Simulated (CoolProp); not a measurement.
Water along the isotherm 1000 K: fugacity coefficient from the reference equation and from simpler models built on Tc = 647.1 K, pc = 22.06 MPa, ω = 0.344; each cubic takes its own stable root.

Computed with CoolProp (reference Helmholtz-energy equation of state, Wagner 2002).

```tsv
p (MPa)	phase	reference
8.33	gas	0.9789
16.7	gas	0.9580
25	supercritical	0.9377
33.3	supercritical	0.9179
41.7	supercritical	0.8986
50	supercritical	0.8803
58.3	supercritical	0.8628
66.7	supercritical	0.8460
75	supercritical	0.8304
83.3	supercritical	0.8158
91.7	supercritical	0.8021
100	supercritical	0.7896
```

Task: How far does each simpler model (Redlich-Kwong, Soave-Redlich-Kwong) lie from the reference over these 12 states: mean and median of the absolute difference, and the worst?

Result: 
- Redlich-Kwong: mean 5.0 %, median 5.7 %, worst -6.7 % at 1000 K and 83.3 MPa
- Soave-Redlich-Kwong: mean 5.5 %, median 4.9 %, worst +12.2 % at 1000 K and 100 MPa
